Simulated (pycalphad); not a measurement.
An equivalent pycalphad script:

```python
from pycalphad import Database, equilibrium, calculate, variables as v
import numpy as np
db = Database('COST507.tdb')
comps = ['SI', 'MG', 'VA']
phases = ['DIAMOND_A4', 'HCP_A3', 'LIQUID', 'MG2SI']
eq = equilibrium(db, comps, phases, {v.X('MG'): 0.0179, v.T: np.arange(1650, 349, -40), v.P: 101325, v.N: 1}, output=['HM', 'SM'])
```

Computed with pycalphad from the COST 507 light-alloy database (1999), at 1 atm. No gas phase is included, though pure Mg would boil below 1650 K. The data set is of 1999 and partly superseded. Amounts are mole fractions of atoms. Kinetics are ignored, which matters at the lower temperatures.

Results at three of the temperatures:

```
T = 1490.00 K, P = 101325 Pa, N = 1 mol of atoms
G = -57559 J/mol, H = 32053 J/mol, S = 60.14 J/(mol K)  (SER reference)
chemical potentials (J/mol): Si -56383, Mg -122086
phase             fraction      x(Si)      x(Mg)
DIAMOND_A4          0.9288     1.0000       none
LIQUID              0.0712     0.7485     0.2515
```

```
T = 1410.00 K, P = 101325 Pa, N = 1 mol of atoms
G = -52834 J/mol, H = 29049 J/mol, S = 58.07 J/(mol K)  (SER reference)
chemical potentials (J/mol): Si -51787, Mg -110239
phase             fraction      x(Si)      x(Mg)
DIAMOND_A4          0.9477     1.0000       none
LIQUID              0.0523     0.6578     0.3422
```

```
T = 850.00 K, P = 101325 Pa, N = 1 mol of atoms
G = -24334 J/mol, H = 12473 J/mol, S = 43.30 J/(mol K)  (SER reference)
chemical potentials (J/mol): Si -23592, Mg -65023
phase             fraction      x(Si)      x(Mg)
DIAMOND_A4          0.9731     1.0000       none
MG2SI               0.0268     0.3333     0.6667
```

Changes of the phase set, refined by bisection:

```json
[
 {"T (K)": "1216.6", "phases above": "DIAMOND_A4 + LIQUID", "phases below": "DIAMOND_A4 + MG2SI"}
]
```

Database names, with the compositions (at.%) that they take in these runs: MG2SI: Mg 67 Si 33. DIAMOND_A4 is diamond (Si). An entry "none" or "no" means that the model of the phase leaves that element out.
